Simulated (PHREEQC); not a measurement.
Ultrapure water in contact with air or piping (model solution)

A made-up water analysis in mmol/kgw, 20 °C, pH 6.43, pe 12.8:

```csv
constituent,mmol/kgw
Na,0.00157
K,1.04e-06
Ca,0.00124
Mg,0.00123
Cl,0.00377
S(6),0.000281
Alkalinity (meq/kgw),0.00204
Si,3e-05
Li,2.89e-05
Pb,4.86e-05
```

Valence states are taken as typed.

Computed with PHREEQC (ion-association model, phreeqc.dat).

No solid was allowed to form.

Predict the charge-balance error.

charge-balance error 1.9 %.

In which forms is Pb present?

Pb+2 94 %, PbOH+ 4.9 % of the Pb.
